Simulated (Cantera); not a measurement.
Pyrogenic steam for wet oxidation

An isothermal, constant-pressure homogeneous reactor starts with 22.0 % H2, 12.2 % O2, 65.9 % N2, equivalence ratio 0.90, at 1325 K and 16000 Pa.

Computed with Cantera and the H2/O2 subset of GRI-Mech 3.0, which has no nitrogen chemistry. The temperature is held fixed by assumption; the heat of reaction is taken as removed at once.

```tsv
t (s)	x H2	x O2	x H	x HO2	x O	x H2O	x H2O2
2.00e-5	0.220	0.122	9.93e-8	5.05e-8	1.40e-8	6.35e-8	2.81e-10
5.97e-5	0.220	0.122	3.25e-6	1.84e-7	4.84e-7	3.62e-6	2.53e-9
0.000178	0.154	0.0948	0.0378	7.77e-6	0.00590	0.0451	3.61e-7
0.000533	0.0290	0.0360	0.0656	5.52e-6	0.0125	0.164	7.96e-7
0.00159	0.0180	0.0246	0.0211	4.34e-6	0.00421	0.209	8.93e-7
0.00476	0.00662	0.0168	0.00344	3.00e-6	0.000938	0.236	7.11e-7
0.0142	0.00139	0.0142	0.000286	1.81e-6	0.000157	0.244	3.36e-7
0.0424	0.000191	0.0137	1.42e-5	5.39e-7	2.05e-5	0.246	9.24e-8
0.127	2.71e-5	0.0137	7.78e-7	9.52e-8	2.97e-6	0.246	2.02e-8
0.379	5.30e-6	0.0137	6.92e-8	2.03e-8	6.01e-7	0.247	4.91e-9
1.13	1.50e-6	0.0137	1.06e-8	7.82e-9	1.73e-7	0.247	1.54e-9
3.38	7.68e-7	0.0137	3.89e-9	6.14e-9	8.78e-8	0.247	8.21e-10
10.1	7.11e-7	0.0137	3.47e-9	6.06e-9	8.11e-8	0.247	7.64e-10
30.1	7.11e-7	0.0137	3.47e-9	6.06e-9	8.11e-8	0.247	7.64e-10
90.0	7.11e-7	0.0137	3.47e-9	6.06e-9	8.11e-8	0.247	7.64e-10
```
x: mole fraction; the columns are a selection and need not sum to one.

Equilibrium at this temperature and pressure: H2 7.11e-7, O2 0.0137, H 3.47e-9, HO2 6.06e-9, O 8.11e-8, H2O 0.247, H2O2 7.64e-10 (gas phase only).
